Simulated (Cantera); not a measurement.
**Diamond growth**

A diamond (100) surface in a fixed gas of H2 with x(CH4) = 0.027, x(H) = 0.0019, at 1325 K, 0.0110 bar; coverages are run to steady state.

Cantera simulation using the Harris–Goodwin 1993 mechanism for the reconstructed diamond (100) surface; the numbers are that mechanism's predictions, not measurements.

| x(CH3) | growth (µm/h) | θ c6HH | θ c6H* | θ c6*H | θ c6** | θ c6HM |
|---|---|---|---|---|---|---|
| 1e-06 | 0.000916 | 0.393 | 0.0505 | 0.518 | 0.0384 | 2.66e-7 |
| 2.4e-06 | 0.00220 | 0.393 | 0.0505 | 0.518 | 0.0384 | 6.37e-7 |
| 5.5e-06 | 0.00504 | 0.393 | 0.0505 | 0.518 | 0.0384 | 1.46e-6 |
| 1.3e-05 | 0.0119 | 0.393 | 0.0505 | 0.518 | 0.0384 | 3.45e-6 |
| 3.1e-05 | 0.0283 | 0.393 | 0.0505 | 0.518 | 0.0383 | 8.23e-6 |
| 7.2e-05 | 0.0657 | 0.393 | 0.0505 | 0.518 | 0.0382 | 1.91e-5 |
| 0.00017 | 0.154 | 0.393 | 0.0505 | 0.518 | 0.0380 | 4.50e-5 |
| 0.0004 | 0.358 | 0.393 | 0.0504 | 0.517 | 0.0374 | 0.000105 |
| 0.00094 | 0.814 | 0.392 | 0.0503 | 0.516 | 0.0362 | 0.000245 |
θ: site fractions in the mechanism's names (c6HH fully hydrogenated, c6H* and c6*H radical sites, c6** diradical, c6HM methylated).
